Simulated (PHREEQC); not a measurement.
Make-up at 20 °C: 28 mmol/kgw MnSO4, 3.7 mmol/kgw H3AsO4 and 26 mmol/kgw Na2SO4. Closed to the air; pH follows from the charge balance.

All values are PHREEQC results (ion-association model, wateq4f.dat), not measurements.

Task: The ionic strength comes out as 0.136 mol/kgw. What activity coefficients do H+, Na+, H2AsO4-, NaSO4-, SO4-2 get?

Result: H+ 0.81, Na+ 0.77, H2AsO4- 0.77, NaSO4- 0.77, SO4-2 0.34.

Precipitation was switched off in this run. The database has no arsenate complexes of Mn.
